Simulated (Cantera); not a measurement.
Feed: 1 mol CsCl, 0.5 mol O₂, 2.1 mol H₂, equilibrated at 750 Torr.

Method: chemical equilibrium by Gibbs-energy minimisation in Cantera with the NASA 1993 tables (ideal gas, pure condensed phases). Candidate condensed phases: Cs, CsCl, CsOH, H₂O; 22 gas species. Rates play no part.

Question: What share of the Cs ends up in condensed phases as a function of T (K), at 1023, 1098, 1173, 1248, 1323, 1398, 1473, 1548, 1623, 1698, 1773, 1848?

Answer: 
| T (K) | Cs condensed (%) | as |
|---|---|---|
| 1023 | 99.5 | CsCl(l) |
| 1098 | 98.3 | CsCl(l) |
| 1173 | 94.9 | CsCl(l) |
| 1248 | 86.7 | CsCl(l) |
| 1323 | 68.0 | CsCl(l) |
| 1398 | 25.8 | CsCl(l) |
| 1473 | 0.0 | - |
| 1548 | 0.0 | - |
| 1623 | 0.0 | - |
| 1698 | 0.0 | - |
| 1773 | 0.0 | - |
| 1848 | 0.0 | - |
